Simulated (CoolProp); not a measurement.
A Linde-Hampson liquefier for oxygen: isothermal reversible compression at 290 K from 1 atm to 25 MPa, throttling to 1 atm, return gas leaving the recuperator 10 K below the feed. Each further row changes one setting.

Values from CoolProp's reference Helmholtz-energy equation of state, Schmidt 1985.

```tsv
case	liquid yield per pass	compression work (kJ/kg of gas)
as stated	0.115	406
high pressure 50 MPa	0.158	459
warm-end temperature 320 K	0.083	453
warm-end gap 15 K	0.105	406
```

Above 300 K oxygen's equation is extrapolated.
